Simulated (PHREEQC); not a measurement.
A column of 1 m (40 cells, dispersivity 0.035 m, 60 s a shift, diffusion coefficient 3e-10 m²/s) holds 0.014 eq of the database's cation exchanger X per kg of pore water, first in equilibrium with 0.00062 mol/kgw SrCl2 and 1e-05 mol/kgw HCl. It is flushed with 0.017 mol/kgw LiCl, 0.019 mol/kgw NH4Cl, 0.00035 mol/kgw SrCl2 and 1e-05 mol/kgw HCl, at 15 °C. Values are for the last cell. The system is closed to CO2. Precipitation was switched off in this run.

The numbers come from PHREEQC with the ion-association model, phreeqc.dat.

```tsv
pore volumes	NH4 in solution (mol/kgw)	Li in solution (mol/kgw)	Cl in solution (mol/kgw)	Sr in solution (mol/kgw)	LiX on the exchanger (mol/kgw)
0	0	0	0.00125	0.000620	0
0.3125	5.01e-14	1.47e-9	0.00125	0.000620	2.46e-10
0.6125	1.46e-5	0.000323	0.00264	0.00115	3.96e-5
0.9125	0.00206	0.00562	0.0159	0.00412	0.000351
1.212	0.00809	0.0124	0.0298	0.00466	0.000676
1.512	0.0128	0.0155	0.0352	0.00345	0.000896
1.812	0.0153	0.0164	0.0364	0.00240	0.00105
2.112	0.0165	0.0166	0.0367	0.00174	0.00117
2.413	0.0173	0.0168	0.0367	0.00133	0.00127
2.712	0.0178	0.0168	0.0367	0.00106	0.00135
3.013	0.0181	0.0169	0.0367	0.000876	0.00141
```
